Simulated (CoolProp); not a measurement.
The numbers come from the reference Helmholtz-energy equation of state, Zhou 2011 in CoolProp.

Question: For dimethyl carbonate, give the phase and the Joule-Thomson coefficient (K/MPa) at 262.55 °C and 105 kPa; 321.45 °C and 105 kPa.

Answer: 
- 262.55 °C and 105 kPa: gas; Joule-Thomson coefficient 7.30
- 321.45 °C and 105 kPa: gas; Joule-Thomson coefficient 5.59
